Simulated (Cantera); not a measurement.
Feed: 1 mol CuO, 1 mol CO, 2.9 mol N2, equilibrated at 1875 K and 7130 Torr.

These are equilibrium values from Cantera (NASA tables, ideal gas, pure condensed phases), not measurements of a reactor. Candidate condensed phases: C, Cu, CuO, Cu2O; 27 gas species. Kinetics and transport are ignored.

Base state: N2 0.743, CO2 0.255, CO 0.00147, O2 0.000595, NO 0.000274, Cu 0.000131 (mole fractions); condensed: Cu(l).

**Question.** What changes in the equilibrium state with this change: CuO replaced by SiO2?

**Answer.** 
```csv
species,before,after
N2,0.743,0.743
CO,0.00147,0.256
CO2,0.255,0.000242
SiO,0,0.000242
Cu,0.000131,0
O2,0.000595,<1e-9
NO,0.000274,1.49e-9
"Cu(l), mol",0.999,0
"SiO2(condensed), mol",0,0.999
```
The tables hold silica as quartz up to 1696 K and as liquid above; real silica turns to tridymite and cristobalite and melts near 1996 K. Further candidate phases: Si, SiC, SiO2, Si2N2O, Si3N4.
